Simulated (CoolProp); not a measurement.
Vapour-liquid equilibrium of n-heptane (1) + toluene (2) at 6.25 kPa; x and y are mole fractions of (1).

Values from CoolProp's multi-fluid Helmholtz-energy mixture model, Span 2003 and Lemmon 2006; pair parameters Bell 2016.

```
x     bubble temperature (K)  y at the bubble point  dew temperature at overall composition x (K)  liquid density (mol/L)
----  ----------------------  ---------------------  --------------------------------------------  ----------------------
0.05                   306.7                  0.112                                         307.5                   9.102
0.15                   304.6                  0.276                                         306.2                   8.802
0.25                   303.1                  0.393                                         304.9                   8.515
0.35                   302.0                  0.487                                         303.6                   8.242
0.45                   301.1                  0.568                                         302.4                   7.983
0.55                   300.4                  0.643                                         301.3                   7.737
0.65                   299.9                  0.717                                         300.4                   7.504
0.75                   299.4                  0.793                                         299.7                   7.283
0.85                   299.1                  0.872                                         299.1                   7.073
0.95                   298.8                  0.956                                         298.8                   6.873
```

No azeotrope shows between x = 0.05 and 0.95.

The pair parameters rest on a limited set of measurements; away from them the model extrapolates.
